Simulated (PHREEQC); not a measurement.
Ca(OH)2 is added in steps, without added water, to 1 kg of water holding 0.028 mol/kgw HNO3, 0.11 mol/kgw CaCl2 and 7.3e-05 mol/kgw KCl, at 25 °C. Oxygen alone is held at its pressure in air (log pO2 = -0.68). CO2 from the air is kept out. The run lets Portlandite precipitate or redissolve, and no other solid.

Base run: PHREEQC, ion-association model, wateq4f.dat. Each further column changes one thing. The table gives pH.

```json
[
 {"Ca(OH)2 added (mol)": "0", "base": "1.66", "CaCl2 from 0.11 to 0.121 mol/kgw": "1.66", "diluted 5-fold with water": "2.33", "HNO3 replaced by Mg(NO3)2 at the same molality": "6.65", "no solid may form": "1.66"},
 {"Ca(OH)2 added (mol)": "0.0027", "base": "1.76", "CaCl2 from 0.11 to 0.121 mol/kgw": "1.76", "diluted 5-fold with water": "3.78", "HNO3 replaced by Mg(NO3)2 at the same molality": "9.48", "no solid may form": "1.76"},
 {"Ca(OH)2 added (mol)": "0.0054", "base": "1.88", "CaCl2 from 0.11 to 0.121 mol/kgw": "1.88", "diluted 5-fold with water": "11.54", "HNO3 replaced by Mg(NO3)2 at the same molality": "9.51", "no solid may form": "1.88"},
 {"Ca(OH)2 added (mol)": "0.00675", "base": "1.95", "CaCl2 from 0.11 to 0.121 mol/kgw": "1.95", "diluted 5-fold with water": "11.71", "HNO3 replaced by Mg(NO3)2 at the same molality": "9.52", "no solid may form": "1.95"},
 {"Ca(OH)2 added (mol)": "0.00945", "base": "2.15", "CaCl2 from 0.11 to 0.121 mol/kgw": "2.15", "diluted 5-fold with water": "11.94", "HNO3 replaced by Mg(NO3)2 at the same molality": "9.55", "no solid may form": "2.15"},
 {"Ca(OH)2 added (mol)": "0.01215", "base": "2.54", "CaCl2 from 0.11 to 0.121 mol/kgw": "2.54", "diluted 5-fold with water": "12.08", "HNO3 replaced by Mg(NO3)2 at the same molality": "9.59", "no solid may form": "2.54"},
 {"Ca(OH)2 added (mol)": "0.01485", "base": "10.87", "CaCl2 from 0.11 to 0.121 mol/kgw": "10.86", "diluted 5-fold with water": "___", "HNO3 replaced by Mg(NO3)2 at the same molality": "9.63", "no solid may form": "10.87"},
 {"Ca(OH)2 added (mol)": "0.01755", "base": "11.49", "CaCl2 from 0.11 to 0.121 mol/kgw": "11.48", "diluted 5-fold with water": "12.27", "HNO3 replaced by Mg(NO3)2 at the same molality": "___", "no solid may form": "11.49"},
 {"Ca(OH)2 added (mol)": "0.02025", "base": "11.73", "CaCl2 from 0.11 to 0.121 mol/kgw": "11.72", "diluted 5-fold with water": "12.33", "HNO3 replaced by Mg(NO3)2 at the same molality": "___", "no solid may form": "11.73"},
 {"Ca(OH)2 added (mol)": "0.0216", "base": "11.82", "CaCl2 from 0.11 to 0.121 mol/kgw": "11.80", "diluted 5-fold with water": "12.33", "HNO3 replaced by Mg(NO3)2 at the same molality": "9.78", "no solid may form": "11.82"},
 {"Ca(OH)2 added (mol)": "0.0243", "base": "11.95", "CaCl2 from 0.11 to 0.121 mol/kgw": "11.94", "diluted 5-fold with water": "12.33", "HNO3 replaced by Mg(NO3)2 at the same molality": "___", "no solid may form": "11.95"},
 {"Ca(OH)2 added (mol)": "0.027", "base": "12.05", "CaCl2 from 0.11 to 0.121 mol/kgw": "12.04", "diluted 5-fold with water": "12.33", "HNO3 replaced by Mg(NO3)2 at the same molality": "___", "no solid may form": "12.05"}
]
```

Q: Some entries are withheld; supply them.

A: 
- 0.01485, diluted 5-fold with water: 12.18
- 0.01755, HNO3 replaced by Mg(NO3)2 at the same molality: 9.68
- 0.02025, HNO3 replaced by Mg(NO3)2 at the same molality: 9.74
- 0.0243, HNO3 replaced by Mg(NO3)2 at the same molality: 9.90
- 0.027, HNO3 replaced by Mg(NO3)2 at the same molality: 10.15

 Solids allowed in the column 'HNO3 replaced by Mg(NO3)2 at the same molality': Brucite, Portlandite.
